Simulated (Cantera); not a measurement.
An isothermal, constant-pressure homogeneous reactor starts with 0.456 % CH₄, 2.62 % O₂, 96.9 % N₂, equivalence ratio 0.35, at 1500 K and 1.01 bar.

Detailed kinetics in Cantera: GRI-Mech 3.0 (53 species, 325 reactions).

Task: Predict: x(O₂) at 200 s; x(N₂O) at 200 s; x(NO) at 200 s; x(HO₂) at 200 s; x(O) at 200 s.

Result: 
```
Property                                           Result
---------------  ----------------------------------------
x(O₂) at 200 s      0.0171 (gas-phase equilibrium 0.0169)
x(N₂O) at 200 s   2.66e-8 (gas-phase equilibrium 2.65e-8)
x(NO) at 200 s   4.30e-6 (gas-phase equilibrium 0.000386)
x(HO₂) at 200 s   8.94e-9 (gas-phase equilibrium 8.86e-9)
x(O) at 200 s     5.29e-7 (gas-phase equilibrium 5.26e-7)
```
